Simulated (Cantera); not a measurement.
A Cantera script and its output.

```python
import numpy as np
import cantera as ct

gas = ct.Solution("gri30.yaml")
gas.TPX = 1798, 15000, {'CH4': 1, 'CO2': 0.39}
reactor = ct.IdealGasConstPressureReactor(gas, energy="off", clone=False)
net = ct.ReactorNet([reactor])
net.rtol, net.atol = 1e-08, 1e-18
show = ['CH4', 'CO2', 'H2', 'CH2O', 'CH2CO', 'C2H6']
times = np.geomspace(0.0002, 200, 15)

steps = ct.SolutionArray(gas, extra=["t"])
rows = []
print(f"{'t/s':>10s}{'T/K':>9s}{'P/Pa':>11s}" + "".join(f"{s:>11s}" for s in show))
for t in times:
    while net.time < t:
        t_next = net.step()
        steps.append(gas.state, t=t_next)
    rows.append([np.interp(t, steps.t, y) for y in (steps.T, steps.P, *steps(*show).X.T)])
    print(f"{t:10.3e}{rows[-1][0]:9.1f}{rows[-1][1]:11.4g}" + "".join(f"{x:11.3e}" for x in rows[-1][2:]))
rate = np.gradient(steps.T, steps.t)
print("integrator steps:", len(steps.t))
if steps.T.max() > steps.T[0] + 200:
    print(f"time of steepest temperature rise: {steps.t[rate.argmax()]:.4e} s")
gas.TPX = 1798, 15000, {'CH4': 1, 'CO2': 0.39}
gas.equilibrate("TP")
print(f"equilibrium (TP): T = {gas.T:.1f} K  " + "  ".join(f"{s} {gas[s].X[0]:.3e}" for s in show))
```

It prints:

```
       t/s      T/K       P/Pa        CH4        CO2         H2       CH2O      CH2CO       C2H6
 2.000e-04   1798.0    1.5e+04  7.113e-01  2.797e-01  3.834e-03  9.745e-06  3.655e-10  2.354e-04
 5.365e-04   1798.0    1.5e+04  6.764e-01  2.757e-01  2.739e-02  6.295e-05  2.468e-08  1.296e-03
 1.439e-03   1798.0    1.5e+04  5.137e-01  2.495e-01  1.568e-01  7.230e-05  1.568e-06  1.593e-03
 3.861e-03   1798.0    1.5e+04  3.003e-01  1.960e-01  3.402e-01  2.912e-05  1.572e-05  5.036e-04
 1.036e-02   1798.0    1.5e+04  1.472e-01  1.297e-01  4.423e-01  1.134e-05  4.039e-05  1.378e-04
 2.779e-02   1798.0    1.5e+04  5.478e-02  4.906e-02  4.657e-01  3.569e-06  7.437e-05  2.685e-05
 7.455e-02   1798.0    1.5e+04  2.098e-02  1.274e-02  4.844e-01  1.166e-06  7.470e-05  5.205e-06
 2.000e-01   1798.0    1.5e+04  1.427e-02  8.693e-03  5.250e-01  4.914e-07  4.229e-05  2.276e-06
 5.365e-01   1798.0    1.5e+04  9.423e-03  4.273e-03  5.685e-01  1.349e-07  1.538e-05  8.979e-07
 1.439e+00   1798.0    1.5e+04  4.505e-03  9.014e-04  5.985e-01  2.134e-08  2.802e-06  2.003e-07
 3.861e+00   1798.0    1.5e+04  1.613e-03  2.188e-05  6.074e-01  1.072e-08  1.609e-07  3.443e-08
 1.036e+01   1798.0    1.5e+04  1.374e-03  2.860e-08  6.078e-01  1.064e-08  8.754e-08  2.788e-08
 2.779e+01   1798.0    1.5e+04  1.374e-03  2.739e-08  6.078e-01  1.064e-08  8.754e-08  2.788e-08
 7.455e+01   1798.0    1.5e+04  1.374e-03  2.739e-08  6.078e-01  1.064e-08  8.754e-08  2.788e-08
 2.000e+02   1798.0    1.5e+04  1.374e-03  2.739e-08  6.078e-01  1.064e-08  8.754e-08  2.788e-08
integrator steps: 1929
equilibrium (TP): T = 1798.0 K  CH4 1.374e-03  CO2 2.743e-08  H2 6.078e-01  CH2O 1.064e-08  CH2CO 8.754e-08  C2H6 2.788e-08
```

Model: GRI-Mech 3.0 (53 species, 325 reactions), integrated in Cantera. GRI-Mech 3.0 stops at C3 and has no aromatics, soot or wall deposition, so with more carbon than oxygen in the feed, carbon stays in small species such as C2H2 where larger ones or solid carbon would form.
